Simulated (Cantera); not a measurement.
## Premixed flame

A freely propagating, adiabatic, planar premixed flame of 8.01 % CH₄, 0.881 % CO, 19.2 % O₂, 72.0 % N₂, unburnt at 473 K and 1.00 atm; mixture-averaged transport, grid criteria slope 0.08 and curve 0.16, no radiation.

Model: GRI-Mech 3.0 (53 species, 325 reactions), integrated in Cantera. Burning velocities carry a grid error of a few per cent, more on coarse grids.

| z (mm) | T (K) | u (m/s) | x CH₄ | x CO | x O₂ | x CH₂CO | x NO₂ | x H |
|---|---|---|---|---|---|---|---|---|
| -1.17 | 473 | 0.747 | 0.0801 | 0.00881 | 0.191 | <1e-8 | <1e-8 | <1e-8 |
| -0.777 | 475 | 0.750 | 0.0799 | 0.00882 | 0.191 | <1e-8 | <1e-8 | <1e-8 |
| -0.583 | 481 | 0.761 | 0.0794 | 0.00891 | 0.191 | 2.93e-8 | <1e-8 | <1e-8 |
| -0.389 | 529 | 0.840 | 0.0763 | 0.00983 | 0.187 | 4.96e-7 | 4.13e-8 | 3.86e-8 |
| -0.194 | 880 | 1.41 | 0.0559 | 0.0189 | 0.159 | 1.28e-5 | 6.79e-8 | 6.03e-5 |
| -0.0972 | 1274 | 2.06 | 0.0315 | 0.0319 | 0.122 | 4.98e-5 | 2.03e-8 | 0.000531 |
| 0 | 1653 | 2.69 | 0.00754 | 0.0441 | 0.0778 | 6.49e-5 | <1e-8 | 0.00245 |
| 0.0972 | 1810 | 2.94 | 0.000519 | 0.0397 | 0.0526 | 1.02e-5 | <1e-8 | 0.00466 |
| 0.194 | 1862 | 3.01 | 1.86e-5 | 0.0304 | 0.0440 | 4.36e-7 | <1e-8 | 0.00539 |
| 0.389 | 1927 | 3.10 | 3.42e-8 | 0.0208 | 0.0387 | <1e-8 | <1e-8 | 0.00492 |
| 0.777 | 2005 | 3.20 | <1e-8 | 0.0151 | 0.0353 | <1e-8 | <1e-8 | 0.00336 |
| 1.55 | 2083 | 3.31 | <1e-8 | 0.0112 | 0.0326 | <1e-8 | <1e-8 | 0.00176 |
| 3.11 | 2146 | 3.40 | <1e-8 | 0.00744 | 0.0303 | <1e-8 | 1.52e-8 | 0.000787 |
x: mole fraction of selected species; z is measured from the peak of heat release.

The laminar burning velocity comes out as 74.7 cm/s. The thermal thickness is 0.389 mm and the peak x(CH₂CO) comes out as 7.34e-5. The peak x(H) is 0.00542. The grid points comes out as 144.
